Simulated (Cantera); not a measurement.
A perfectly stirred reactor is fed with H2 : O2 = 0.018 : 1 (molar parts), at 3.53 Torr; it is held at 975 K, and followed from long to short residence time.

Detailed kinetics in Cantera: GRI-Mech 3.0 (53 species, 325 reactions). Radical loss at walls, strong at low pressure, is not modelled.

**Question.** What does this change do: H2 0.018 to 0.027 parts?

**Answer.** 
```tsv
quantity	before	after
x(H2) at τ = 0.530 s	0.000507	0.000659
x(O2) at τ = 0.530 s	0.977	0.968
x(H) at τ = 0.530 s	0.000673	0.00100
x(H2O2) at τ = 0.530 s	2.15e-8	2.77e-8
x(OH) at τ = 0.530 s	0.000506	0.000632
x(H2) at τ = 29.0 ms	0.00351	0.00434
x(O2) at τ = 29.0 ms	0.973	0.961
x(H) at τ = 29.0 ms	0.00280	0.00481
x(H2O2) at τ = 29.0 ms	5.14e-8	5.74e-8
x(OH) at τ = 29.0 ms	0.00122	0.00153
```

**Question.** What does this change do: 0.05 parts H2O added?

**Answer.** 
```json
[
 {"quantity": "x(H2) at τ = 0.530 s", "before": "0.000507", "after": "0.000599"},
 {"quantity": "x(O2) at τ = 0.530 s", "before": "0.977", "after": "0.933"},
 {"quantity": "x(H) at τ = 0.530 s", "before": "0.000673", "after": "0.000500"},
 {"quantity": "x(H2O2) at τ = 0.530 s", "before": "2.15e-8", "after": "4.67e-8"},
 {"quantity": "x(OH) at τ = 0.530 s", "before": "0.000506", "after": "0.000575"},
 {"quantity": "x(H2) at τ = 29.0 ms", "before": "0.00351", "after": "0.00363"},
 {"quantity": "x(O2) at τ = 29.0 ms", "before": "0.973", "after": "0.929"},
 {"quantity": "x(H) at τ = 29.0 ms", "before": "0.00280", "after": "0.00246"},
 {"quantity": "x(H2O2) at τ = 29.0 ms", "before": "5.14e-8", "after": "7.31e-8"},
 {"quantity": "x(OH) at τ = 29.0 ms", "before": "0.00122", "after": "0.00123"}
]
```
